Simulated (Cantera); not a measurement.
Mixture: 10.8 % CO, 0.791 % H2, 1.19 % CH4, 17.8 % O2, 67.0 % N2, 2.39 % H2O, equivalence ratio 0.46, at 15.8 atm, adiabatic and at constant volume. Ignition delay is the time to a rise of 400 K.

Computed with Cantera and GRI-Mech 3.0 (53 species, 325 reactions). The pressure lies above the range GRI-Mech 3.0 was tuned for (to about 10 atm).

Predict: delay at 1125 K; delay at 1325 K; delay at 1525 K; delay at 1725 K; delay at 1925 K; apparent activation energy between 1725 and 1925 K.


```
Item                                                   Result
--------------------------------------------------  ---------
delay at 1125 K                                      0.739 ms
delay at 1325 K                                       56.9 µs
delay at 1525 K                                       11.8 µs
delay at 1725 K                                       4.48 µs
delay at 1925 K                                       2.44 µs
apparent activation energy between 1725 and 1925 K  84 kJ/mol
```
